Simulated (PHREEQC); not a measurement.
1.5 g of hydrous ferric oxide (600 m²/g; 0.2 weak and 0.005 strong sites per Fe, Dzombak-Morel constants, diffuse double layer) in 1 kg of water with 0.001 mol/kgw of an inert sodium salt and 0.66 mmol/kgw Na2SO4, at 25 °C; the pH is set by adding NaOH or the inert anion's acid. O2 is buffered at 0.21 atm. CO2 from the air is kept out. Precipitation was switched off in this run.

All values are PHREEQC results (ion-association model, wateq4f.dat), not measurements.

```
pH    S sorbed (%)  surface charge σ (C/m²)  surface potential ψ (mV)
----  ------------  -----------------------  ------------------------
4            100.0                    0.096                       176
4.5           99.9                    0.062                       156
5             99.7                    0.039                       133
5.5           97.8                    0.023                       108
6             88.3                    0.014                        84
6.5           65.2                      [?]                        65
7             35.9                    0.007                        49
7.5           12.0                      [?]                        30
8.5            [?]                      [?]                       [?]
9              0.0                   -0.007                       -50
9.5            0.0                   -0.014                       -78
10             0.0                      [?]                      -104
10.5           0.0                   -0.042                      -129
11             0.0                      [?]                       [?]
11.5           0.0                   -0.124                      -166
12             0.0                   -0.211                      -173
```

Question: Complete the blanks.

Answer: 
- 6.5, surface charge σ (C/m²): 0.010
- 7.5, surface charge σ (C/m²): 0.004
- 8.5, S sorbed (%): 0.2
- 8.5, surface charge σ (C/m²): -0.003
- 8.5, surface potential ψ (mV): -22
- 10, surface charge σ (C/m²): -0.025
- 11, surface charge σ (C/m²): -0.072
- 11, surface potential ψ (mV): -150
